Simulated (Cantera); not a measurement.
A closed system holds: 1 mol S, 0.46 mol H2O, 1.8 mol H2, at 1.33 mbar.

These are equilibrium values from Cantera (NASA tables, ideal gas, pure condensed phases), not measurements of a reactor. Candidate condensed phases: H2O, H2SO4, S; 19 gas species. Rates play no part. All values below are at 1525 K.

Base state: H2 0.633, S2 0.163, H2O 0.163, H2S 0.0301, SH 0.00574, SO2 0.00190, SO 0.00146, S 0.000599 (mole fractions); condensed: gas only.

**Question.** What changes in the equilibrium state with this change: S replaced by PH3?

**Answer.** 
```csv
species,before,after
H2,0.633,0.798
P2,0,0.101
H2O,0.163,0.0712
S2,0.163,0
H2S,0.0301,0
PO,0,0.0240
SH,0.00574,0
PO2,0,0.00561
SO2,0.00190,0
```
Gases not in the tables: HPO2, HPO3 and P4O6. Further candidate phases: P, P4O10.

**Question.** What changes in the equilibrium state with this change: H2O from 0.46 to 0.26 mol?

**Answer.** 
```json
[
 {"species": "H2", "before": "0.633", "after": "0.679"},
 {"species": "S2", "before": "0.163", "after": "0.177"},
 {"species": "H2O", "before": "0.163", "after": "0.101"},
 {"species": "H2S", "before": "0.0301", "after": "0.0337"},
 {"species": "SO2", "before": "0.00190", "after": "0.000654"},
 {"species": "SO", "before": "0.00146", "after": "0.000876"},
 {"species": "S2O", "before": "0.000106", "after": "6.64e-5"}
]
```
